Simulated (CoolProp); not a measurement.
A simple Rankine cycle with cyclopentane: condensing at 304.15 K, boiler at 0.649 MPa, turbine inlet 398 K, turbine efficiency 0.85, pump efficiency 0.7, no recuperator. Each further row changes one setting.

Values from CoolProp's reference Helmholtz-energy equation of state, Gedanitz 2015.

| case | thermal efficiency (%) | net work (kJ/kg) | heat in (kJ/kg) | turbine exit temperature (K) | volume ratio over the turbine |
|---|---|---|---|---|---|
| as stated | 16.1 | 83.9 | 521 | 330.9 | 11.4 |
| turbine inlet 418 K | 16.1 | 89.8 | 558 | 352.7 | 11.3 |
| condensing temperature 296.15 K | 17.5 | 93.5 | 536 | 323.2 | 15.2 |
| boiler pressure 0.454 MPa | 14.1 | 74.7 | 528 | 342.2 | 7.87 |
| turbine efficiency 0.75 | 14.2 | 73.9 | 521 | 338.1 | 11.6 |
